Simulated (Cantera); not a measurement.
# Thermodynamics of carbon deposition, reforming and gasification, feed C2H6 + CO2

Input: 1 mol C2H6, a varied amount of CO2, at 800 °C and 1400 Pa.

Method: chemical equilibrium by Gibbs-energy minimisation in Cantera with the NASA 1993 tables (ideal gas, pure condensed phases). Candidate condensed phases: C, C6H6, C7H8, C8H18, H2O; 110 gas species. The numbers say what is thermodynamically allowed, not how fast it happens.

| n(CO2) (mol) | x H2 | x CO | x CO2 | x H2O | x CH4 | x H | n C(graphite) |
|---|---|---|---|---|---|---|---|
| 0.091 | 0.942 | 0.0571 | 6.42e-6 | 9.78e-5 | 0.000570 | 1.15e-7 | 1.91 |
| 0.16 | 0.903 | 0.0963 | 1.82e-5 | 0.000158 | 0.000524 | 1.13e-7 | 1.84 |
| 0.28 | 0.842 | 0.157 | 4.85e-5 | 0.000240 | 0.000456 | 1.09e-7 | 1.72 |
| 0.5 | 0.750 | 0.250 | 0.000123 | 0.000340 | 0.000361 | 1.03e-7 | 1.50 |
| 0.89 | 0.627 | 0.372 | 0.000272 | 0.000424 | 0.000253 | 9.41e-8 | 1.11 |
| 1.6 | 0.484 | 0.515 | 0.000522 | 0.000453 | 0.000150 | 8.26e-8 | 0.405 |
| 2.8 | 0.347 | 0.551 | 0.0648 | 0.0377 | 7.11e-7 | 7.00e-8 | 0 |
| 5 | 0.213 | 0.487 | 0.213 | 0.0865 | 6.38e-8 | 5.49e-8 | 0 |
x: gas mole fraction; n: condensed amount in mol.

From 0.091 mol CO2 to 1.6 mol CO2 the condensed part is C(graphite). From 2.8 mol CO2 to 5 mol CO2 nothing is condensed. The main C-bearing gas is CO throughout.
